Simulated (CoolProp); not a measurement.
Values from CoolProp's reference Helmholtz-energy equation of state, Akasaka 2019.

Problem. For R1234ze(Z), give the phase and the cv (kJ/(kg K)), speed of sound (m/s) at 166.85 °C and 1.77 MPa; 166.85 °C and 8.19 MPa; 166.85 °C and 12 MPa.

Solution. 
- 166.85 °C and 1.77 MPa: gas; cv 1.04, speed of sound 157
- 166.85 °C and 8.19 MPa: supercritical; cv 1.10, speed of sound 237
- 166.85 °C and 12 MPa: supercritical; cv 1.09, speed of sound 309
